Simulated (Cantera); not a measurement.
An isothermal, constant-pressure homogeneous reactor starts with 7.32 % H2, 92.7 % O2, at 1450 K and 2670 Pa.

Cantera simulation using the H2/O2 subset of GRI-Mech 3.0, which has no nitrogen chemistry; the numbers are that mechanism's predictions, not measurements. Radical loss at walls, strong at low pressure, is not modelled. The temperature is held fixed by assumption; the heat of reaction is taken as removed at once.

One state of this run: x H2 = 0.00160; x O2 = 0.871; x H2O2 = 1.24e-7; x OH = 0.00890; x H2O = 0.0627; x H = 0.00938. x: mole fraction; the columns are a selection and need not sum to one.

### Question
Which value of t (s) does it belong to?
(A) 0.00174
(B) 0.0900
(C) 0.648
(D) 9.00e-5

### Answer
A, 0.00174
